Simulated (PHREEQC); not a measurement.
Consider water at 25 °C with 0.0074 mol Na2SiO3 per kg of water. Closed to the air; pH follows from the charge balance.

Model: ion-association model, phreeqc.dat, run in PHREEQC.

Each row changes one thing in this solution. This is a speciation only: nothing precipitates in the calculation.

```
case                                      pH  ionic strength (mol/kgw)  H3SiO4- (mol/kgw)  H2SiO4-2 (mol/kgw)  H4SiO4 (mol/kgw)  SI of Quartz (SiO2)
-------------------------------------  -----  ------------------------  -----------------  ------------------  ----------------  -------------------
as made                                11.79                    0.0152            0.00692            0.000411           6.72e-5                -0.19
temperature from 25 to 10 °C           12.32                    0.0153            0.00689            0.000475           3.51e-5                -0.24
Na2SiO3 from 0.0074 to 0.0037 mol/kgw  11.52                   0.00750            0.00353            0.000103           6.61e-5                -0.20
0.001 mol/kgw HF added                 11.73                    0.0152            0.00696            0.000358           7.80e-5                -0.13
0.00094 mol/kgw NaOH added             11.84                    0.0162            0.00688            0.000462           5.94e-5                -0.24
Na2SiO3 from 0.0074 to 0.0111 mol/kgw  11.94                    0.0231             0.0101            0.000908           6.75e-5                -0.19
Na2SiO3 from 0.0074 to 0.0148 mol/kgw  12.04                    0.0312             0.0132             0.00157           6.77e-5                -0.19
0.0071 mol/kgw CO2 added                9.98                    0.0170            0.00455             4.23e-6           0.00285                +1.44
diluted 5-fold with water              11.15                   0.00298            0.00140             1.61e-5           6.30e-5                -0.22
```

Some of these states are supersaturated (in SiO2(a), Quartz (slow to form), for instance). Away from 25 °C the constants follow the database's enthalpies or fits; those with neither stay at their 25 °C values. SiF6-2 is the database's only silicon fluoride.
